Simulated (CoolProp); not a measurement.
Properties of chlorine along the isobar 0.527 MPa.

Model: reference Helmholtz-energy equation of state, Thol 2021, in CoolProp.

```csv
T (K),phase,Z,cp (kJ/(kg K)),expansivity (1/kK),fugacity coefficient
250.5,liquid,0.01170,0.9446,1.826,0.2999
264.4,liquid,0.01138,0.9534,1.924,0.4955
278.4,liquid,0.01111,0.9665,2.048,0.7725
292.4,gas,0.9250,0.5537,4.419,0.9305
306.3,gas,0.9365,0.5440,4.049,0.9404
320.3,gas,0.9457,0.5369,3.747,0.9486
334.3,gas,0.9532,0.5319,3.497,0.9553
348.2,gas,0.9593,0.5282,3.287,0.9609
362.2,gas,0.9644,0.5254,3.105,0.9656
376.2,gas,0.9687,0.5233,2.946,0.9696
390.1,gas,0.9722,0.5216,2.807,0.9729
```
